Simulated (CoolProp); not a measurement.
Computed with CoolProp (reference Helmholtz-energy equation of state, Lemmon 2006). It is a short technical equation, of lower accuracy than the large ones.

Question: Give the vapour pressure (MPa), surface tension (mN/m), vapour viscosity (µPa s) of saturated n-nonane at 326.5, 335.9, 373.7 K.

Answer: 
```json
[
 {"T (K)": "326.5", "p (MPa)": "0.00287", "surface tension (mN/m)": "19.7", "vapour viscosity (µPa s)": "5.93"},
 {"T (K)": "335.9", "p (MPa)": "0.00453", "surface tension (mN/m)": "18.8", "vapour viscosity (µPa s)": "6.10"},
 {"T (K)": "373.7", "p (MPa)": "0.0215", "surface tension (mN/m)": "15.4", "vapour viscosity (µPa s)": "6.74"}
]
```

Viscosity comes from a separate model (Huber 2004). Surface tension comes from a separate correlation (Mulero 2012).
